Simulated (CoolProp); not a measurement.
Model: reference Helmholtz-energy equation of state, Lemmon 2013, in CoolProp.

Task: For propylene, give the phase and the Z, cp (kJ/(kg K)), cv (kJ/(kg K)), conductivity (mW/(m K)) at 254.7 K and 0.211 MPa; 254.7 K and 14.4 MPa.

Result: 
- 254.7 K and 0.211 MPa: gas; Z 0.949, cp 1.46, cv 1.21, conductivity 13.0
- 254.7 K and 14.4 MPa: liquid; Z 0.483, cp 2.22, cv 1.44, conductivity 141

Thermal conductivity comes from a separate model (Huber 2003), an estimate that may be off by 10 % or more.
